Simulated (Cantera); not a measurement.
Input (Python, Cantera) and output of one run.

```python
import numpy as np
import cantera as ct

gas_names = """
    H CO2 TaO2 C3H8
""".split()
cond_names = """
    Ta(cr) Ta(L)
""".split()


# ... load() reads the species with a 1 bar reference pressure and builds the phases ...
species = {s.name: s for s in load("nasa_gas.yaml", gas_names) + load("nasa_condensed.yaml", cond_names)}
# Each term lists the table entries of one substance; the one whose range holds T is used.
reactions = {
    '8 H(g) + 3 Ta + 3 CO2(g) = 3 TaO2(g) + C3H8(g)':
        [(-8, ['H']), (-3, ['Ta(cr)', 'Ta(L)']), (-3, ['CO2']), (3, ['TaO2']), (1, ['C3H8'])],
}


def pick(names, T):
    return next(species[n] for n in names if species[n].thermo.min_temp <= T <= species[n].thermo.max_temp)


results = []
for label, terms in reactions.items():
    print(label)
    print("     T/K   dH/kJ  dS/(J/K)   dG/kJ   log10 K")
    for T in [300, 825, 975, 1125, 1275, 1425, 1575, 1725, 1875, 2025, 2175]:
        used = [(nu, pick(names, T)) for nu, names in terms]
        dH = sum(nu * s.thermo.h(T) for nu, s in used) / 1e6
        dS = sum(nu * s.thermo.s(T) for nu, s in used) / 1e3
        dG = dH - T * dS / 1e3
        logK = -dG * 1e6 / (ct.gas_constant * T * np.log(10))
        results.append((label, T, dH, dS, dG, logK, [s.name for _, s in used]))
        print(f"{T:8g} {dH:8.1f} {dS:8.1f} {dG:8.1f} {logK:8.2f}")
```

Output:

```
8 H(g) + 3 Ta + 3 CO2(g) = 3 TaO2(g) + C3H8(g)
     T/K   dH/kJ  dS/(J/K)   dG/kJ   log10 K
     300  -1270.9   -573.3  -1098.9   191.34
     825  -1328.7   -690.4   -759.1    48.06
     975  -1340.4   -703.5   -654.5    35.06
    1125  -1350.7   -713.3   -548.2    25.45
    1275  -1360.1   -721.2   -440.6    18.05
    1425  -1368.7   -727.5   -332.0    12.17
    1575  -1376.7   -732.9   -222.4     7.38
    1725  -1384.1   -737.4   -112.1     3.40
    1875  -1391.2   -741.3     -1.2     0.03
    2025  -1398.1   -744.8    110.2    -2.84
    2175  -1404.8   -748.0    222.2    -5.34
```

Cantera with NASA thermochemical tables; ideal gases at 1 bar, condensed phases pure. Condensed species are held in their standard states even where they would react or evaporate.
